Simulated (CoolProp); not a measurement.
Model: reference Helmholtz-energy equation of state, Thol 2017, in CoolProp.

### Question
Give the vapour pressure (bar), enthalpy of vaporisation (kJ/kg), liquid cp (kJ/(kg K)), vapour Z of saturated octamethyltrisiloxane (MDM) at 194.05 °C.

### Answer
```csv
T (°C),p (bar),enthalpy of vaporisation (kJ/kg),liquid cp (kJ/(kg K)),vapour Z
194.05,2.67,132,2.24,0.851
```
